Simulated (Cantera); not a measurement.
A Cantera script and what it prints.

```python
import numpy as np
import cantera as ct

gas_names = """
    F F2 H HF H2 H2F2 H3F3 H4F4 H5F5 H6F6 H7F7 N NF NF2 NF3 NH NH2 NH3 N2 N2H2 N2H4 Si SiF SiF2 SiF3
    SiF4 SiH SiHF3 SiH2 SiH2F2 SiH3 SiH3F SiH4 SiN Si2 Si2N Si3
""".split()
cond_names = """
    Si(cr) Si(L) Si3N4(a)
""".split()


def load(file, names, dense=False):
    # The tables refer to 1 bar. Condensed volumes are neglected.
    table = {s.name: s for s in ct.Species.list_from_file(file)}
    out = []
    for n in names:
        d = dict(table[n].input_data)
        d["thermo"] = dict(d["thermo"], **{"reference-pressure": 1e5})
        if dense:
            d["equation-of-state"] = {"model": "constant-volume", "density": "1e6 g/cm^3"}
        out.append(ct.Species.from_dict(d))
    return out


gas = ct.Solution(thermo="ideal-gas", species=load("nasa_gas.yaml", gas_names))
cond = {s.name: ct.Solution(thermo="fixed-stoichiometry", species=[s], name=s.name)
        for s in load("nasa_condensed.yaml", cond_names, dense=True)}
atoms = {
    'SiF4': {'Si': 1, 'F': 4},
    'N2': {'N': 2},
    'NH3': {'N': 1, 'H': 3},
}
top_T = {'Si3N4(a)': 2400}  # K; cautious upper limits of use, not melting points


def equilibrate(T, P, feed):
    n = {}
    for name, mol in feed.items():
        for a, k in atoms[name].items():
            n[a] = n.get(a, 0.0) + k * mol
    gas.TPX = T, P, n
    mass = sum(n.values()) * gas.mean_molecular_weight
    gas.equilibrate("TP")
    valid = [c for c in cond.values() if c.min_temp <= T <= top_T.get(c.name, c.max_temp)]
    mix = ct.Mixture([(gas, mass / gas.mean_molecular_weight)] + [(c, 0.0) for c in valid])
    mix.T, mix.P = T, P
    mix.equilibrate("TP", solver="vcs", rtol=1e-11, max_steps=5000)
    return mix


results = []
T = 1423  # K
P = 1200  # Pa
for m in [4.7, 6.2, 8.1, 11, 14, 19, 24]:
    feed = {'SiF4': 1, 'N2': 0.26, 'NH3': m}  # mol
    mix = equilibrate(T, P, feed)
    results.append((T, P, feed, dict(zip(mix.species_names, mix.species_moles))))
    x = sorted(zip(gas.X, gas.species_names), reverse=True)
    print(f"T = {T:g} K  P = {P:g} Pa  n(NH3) = {m:g} mol  gas = {mix.phase_moles(0):.4g} mol")
    print("   x: " + "  ".join(f"{s} {v:.3e}" for v, s in x if v > 0.001))
    print("   condensed (mol): " + ("  ".join(f"{mix.phase(i).name} {mix.phase_moles(i):.4g}"
          for i in range(1, mix.n_phases) if mix.phase_moles(i) > 1e-12) or "none"))
```

It prints:

```
T = 1423 K  P = 1200 Pa  n(NH3) = 4.7 mol  gas = 10.7 mol
   x: H2 6.531e-01  N2 2.439e-01  SiF4 8.431e-02  HF 9.537e-03  SiF3 7.136e-03  SiHF3 1.581e-03
   condensed (mol): none
T = 1423 K  P = 1200 Pa  n(NH3) = 6.2 mol  gas = 13.71 mol
   x: H2 6.734e-01  N2 2.451e-01  SiF4 6.487e-02  HF 8.492e-03  SiF3 6.261e-03  SiHF3 1.409e-03
   condensed (mol): none
T = 1423 K  P = 1200 Pa  n(NH3) = 8.1 mol  gas = 17.52 mol
   x: H2 6.892e-01  N2 2.461e-01  SiF4 4.995e-02  HF 7.552e-03  SiF3 5.484e-03  SiHF3 1.248e-03
   condensed (mol): none
T = 1423 K  P = 1200 Pa  n(NH3) = 11 mol  gas = 23.32 mol
   x: H2 7.036e-01  N2 2.470e-01  SiF4 3.671e-02  HF 6.570e-03  SiF3 4.681e-03  SiHF3 1.077e-03
   condensed (mol): none
T = 1423 K  P = 1200 Pa  n(NH3) = 14 mol  gas = 29.33 mol
   x: H2 7.125e-01  N2 2.475e-01  SiF4 2.863e-02  HF 5.869e-03  SiF3 4.112e-03
   condensed (mol): none
T = 1423 K  P = 1200 Pa  n(NH3) = 19 mol  gas = 39.34 mol
   x: H2 7.213e-01  N2 2.480e-01  SiF4 2.086e-02  HF 5.400e-03  SiF3 3.277e-03
   condensed (mol): Si3N4(a) 0.002157
T = 1423 K  P = 1200 Pa  n(NH3) = 24 mol  gas = 49.35 mol
   x: H2 7.266e-01  N2 2.483e-01  SiF4 1.631e-02  HF 5.098e-03  SiF3 2.725e-03
   condensed (mol): Si3N4(a) 0.004587
```

Cantera equilibrium calculation (NASA polynomials, part measured and part estimated; ideal gas, pure solids and liquids). The tables' values for SiF3, SiF2 are old estimates; treat these amounts as uncertain.
